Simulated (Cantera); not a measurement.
A perfectly stirred reactor is fed with CH4 : O2 : N2 = 1 : 3.77 : 14.2 (molar parts), equivalence ratio 0.53, at 0.296 atm; it is adiabatic with a 450 K inlet, and is followed from long to short residence time, starting on the burning branch (τ in s: 0.031, 0.019, 0.012, 0.0072, 0.0044, 0.0027, 0.0017, 0.001, 0.00063, 0.00039, 0.00024, 0.00015, 9e-05).

Model: GRI-Mech 3.0 (53 species, 325 reactions), integrated in Cantera.

Task: What does this change do: inlet temperature 450 to 550 K?

Result: 
```csv
quantity,before,after
"blow-out, bracketed by the residence times tried","burning at 0.630 ms, out at 0.390 ms","burning at 0.630 ms, out at 0.390 ms"
x(CH4) at τ = 31.0 ms,4.31e-5,3.25e-5
x(O2) at τ = 31.0 ms,0.0932,0.0930
x(H2O) at τ = 31.0 ms,0.103,0.103
x(OH) at τ = 31.0 ms,0.00232,0.00283
x(C2H2) at τ = 31.0 ms,4.17e-10,3.20e-10
x(CH4) at τ = 1.70 ms,0.000404,0.000286
x(O2) at τ = 1.70 ms,0.0972,0.0961
x(H2O) at τ = 1.70 ms,0.0981,0.0974
x(OH) at τ = 1.70 ms,0.00345,0.00435
x(C2H2) at τ = 1.70 ms,4.31e-9,3.06e-9
```
